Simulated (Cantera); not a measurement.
A closed system holds: 1 mol MgO, 0.1 mol H₂S, 4.5 mol O₂, equilibrated at 1250 K and 10.0 mbar.

These are equilibrium values from Cantera (NASA tables, ideal gas, pure condensed phases), not measurements of a reactor. Candidate condensed phases: H₂O, H₂SO₄, Mg, MgO, Mg(OH)₂, MgS, MgSO₄, S; 26 gas species. Kinetics and transport are ignored.

Base state: O₂ 0.956, H₂O 0.0220, SO₂ 0.0216, SO₃ 0.000369, OH 1.24e-5 (mole fractions); condensed: MgO(s).

### Question
What changes in the equilibrium state with this change: H₂S from 0.1 to 0.25 mol?

### Answer
```json
[
 {"species": "O₂", "before": "0.956", "after": "0.892"},
 {"species": "H₂O", "before": "0.0220", "after": "0.0541"},
 {"species": "SO₂", "before": "0.0216", "after": "0.0532"},
 {"species": "SO₃", "before": "0.000369", "after": "0.000877"},
 {"species": "OH", "before": "1.24e-5", "after": "1.92e-5"},
 {"species": "MgO(s), mol", "before": "1.00", "after": "1.00"}
]
```
